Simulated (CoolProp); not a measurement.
R507A at 357.15 K and 8.28 MPa is throttled through a valve to 1.45 MPa with no heat exchange. Each further row changes one setting.

The numbers come from the reference Helmholtz-energy equation of state, Lemmon 2003 in CoolProp. It is a pseudo-pure fit of the blend.

| case | temperature change (K) | final phase | final density (kg/m³) |
|---|---|---|---|
| as stated | [?] | [?] | 120 |
| outlet pressure 0.435 MPa | -94.9 | [?] | [?] |
| outlet pressure 1.89 MPa | [?] | [?] | [?] |

**Question.** Some entries are withheld; supply them.

**Answer.** 
- as stated, temperature change (K): -54.2
- as stated, final phase: two-phase, vapour fraction 0.633
- outlet pressure 0.435 MPa, final phase: two-phase, vapour fraction 0.823
- outlet pressure 0.435 MPa, final density (kg/m³): 27.2
- outlet pressure 1.89 MPa, temperature change (K): -43.5
- outlet pressure 1.89 MPa, final phase: two-phase, vapour fraction 0.566
- outlet pressure 1.89 MPa, final density (kg/m³): 177
